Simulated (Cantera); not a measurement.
## Silicon carbide growth: (CH3)2SiCl2 + C2H2 + H2

Input: 1 mol (CH3)2SiCl2, 0.059 mol C2H2, 1200 mol H2, held at 1173.15 K.

Cantera equilibrium calculation (NASA polynomials, part measured and part estimated; ideal gas, pure solids and liquids). Candidate condensed phases: C, C6H6, C7H8, C8H18, Si, SiC; 109 gas species. The feed counts by its element totals alone. Rates play no part.

From 0.00100 bar to 0.0190 bar the condensed part is C(graphite) + SiC(s). From 0.0520 bar to 1.00 bar the condensed part is SiC(s).

```tsv
P (Pa)	x H2	x HCl	x CH4	x H	x SiCl2	n C(graphite)	n SiC(s)
100	0.998	0.00166	1.94e-5	3.74e-6	8.96e-9	1.09	1.000
270	0.998	0.00166	5.23e-5	2.27e-6	8.96e-9	1.05	1.000
720	0.998	0.00166	0.000139	1.39e-6	8.97e-9	0.950	1.000
1900	0.998	0.00166	0.000368	8.57e-7	8.97e-9	0.675	1.000
5200	0.997	0.00166	0.000929	5.18e-7	9.72e-9	0	1.000
14000	0.997	0.00166	0.000929	3.16e-7	2.62e-8	0	1.000
37000	0.997	0.00166	0.000929	1.94e-7	6.91e-8	0	1.000
100000	0.997	0.00166	0.000930	1.18e-7	1.87e-7	0	0.999
```
x: gas mole fraction; n: condensed amount in mol.
